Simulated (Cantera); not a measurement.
A freely propagating, adiabatic, planar premixed flame of H2 : O2 : N2 : H2O = 1 : 0.588 : 2.29 : 0.17 (molar parts), equivalence ratio 0.85, unburnt at 373 K and 1.70 bar; mixture-averaged transport, grid criteria slope 0.08 and curve 0.16, no radiation.

Model: the H2/O2 subset of GRI-Mech 3.0, which has no nitrogen chemistry, integrated in Cantera. Burning velocities carry a grid error of a few per cent, more on coarse grids.

Question: How do the results move with these cheaper or finer settings: unity-Lewis-number transport; multicomponent transport; multicomponent+Soret transport; grid criteria slope 0.5, curve 1; grid criteria slope 0.25, curve 0.5; grid criteria slope 0.03, curve 0.06?

Answer: 
```
setting                               laminar burning velocity  thermal thickness  peak x(OH)  peak x(H2O2)  grid points
------------------------------------  ------------------------  -----------------  ----------  ------------  -----------
as above                                              203 cm/s           0.187 mm      0.0117      0.000102          108
unity-Lewis-number transport                          179 cm/s           0.160 mm      0.0127       3.73e-5          111
multicomponent transport                              201 cm/s           0.185 mm      0.0117      0.000104          109
multicomponent+Soret transport                        180 cm/s           0.186 mm      0.0114      0.000105          108
grid criteria slope 0.5, curve 1                      213 cm/s           0.214 mm      0.0116       9.58e-5           39
grid criteria slope 0.25, curve 0.5                   207 cm/s           0.199 mm      0.0116       9.70e-5           51
grid criteria slope 0.03, curve 0.06                  202 cm/s           0.184 mm      0.0118      0.000104          254
```
Unity Lewis numbers drop preferential diffusion, which matters most where H2 and H carry the flame; Soret adds thermal diffusion.
